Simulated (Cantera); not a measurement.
An isothermal, constant-pressure homogeneous reactor starts with H2 : O2 = 0.014 : 1 (molar parts), at 1150 K and 2.78 Torr.

Model: the H2/O2 subset of GRI-Mech 3.0, which has no nitrogen chemistry, integrated in Cantera. Radical loss at walls, strong at low pressure, is not modelled.

One state of this run: x H2 = 4.56e-5; x O2 = 0.979; x O = 0.00637; x HO2 = 3.30e-7; x H = 0.000386; x H2O = 0.0133; x OH = 0.000694. x: mole fraction; the columns are a selection and need not sum to one.

Question: Which value of t (s) does it belong to?
A) 7.63e-5
B) 0.0618
C) 0.900
D) 0.0162

Answer: C, 0.900
